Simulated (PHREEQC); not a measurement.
Model water analysis in mg/kgw, 20 °C, pH 6.7, pe 1:

```json
[
 {"constituent": "Na", "mg/kgw": "358"},
 {"constituent": "K", "mg/kgw": "9.71"},
 {"constituent": "Ca", "mg/kgw": "172"},
 {"constituent": "Mg", "mg/kgw": "192"},
 {"constituent": "Cl", "mg/kgw": "874"},
 {"constituent": "S(6) as SO4", "mg/kgw": "241"},
 {"constituent": "Alkalinity as HCO3", "mg/kgw": "677"},
 {"constituent": "Zn", "mg/kgw": "0.287"},
 {"constituent": "B", "mg/kgw": "1.98"},
 {"constituent": "Fe(2)", "mg/kgw": "0.915"},
 {"constituent": "Br", "mg/kgw": "7.52"}
]
```

Na is adjusted to close the charge balance.
Valence states are taken as typed.

All values are PHREEQC results (ion-association model, phreeqc.dat), not measurements.

The ionic strength comes out as 0.0510 mol/kgw. What activity coefficients do Br-, Mg+2, HCO3-, FeHCO3+, Fe+2 get?

Br- 0.81, Mg+2 0.48, HCO3- 0.83, FeHCO3+ 0.82, Fe+2 0.48.

Precipitation was switched off in this run. Species that the database lacks are ignored. The database's zinc carbonate complexes are estimates, stronger than later reviews accept.
